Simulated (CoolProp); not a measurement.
Model: reference Helmholtz-energy equation of state, Akasaka 2023, in CoolProp.

Q: For R1224YDZ, give the phase and the density (kg/m³), cv (kJ/(kg K)) at 63.35 °C and 12200 kPa; 131.65 °C and 12200 kPa; 188.65 °C and 12200 kPa.

A: 
- 63.35 °C and 12200 kPa: liquid; density 1300, cv 0.865
- 131.65 °C and 12200 kPa: liquid; density 1110, cv 0.947
- 188.65 °C and 12200 kPa: supercritical; density 917, cv 1.01
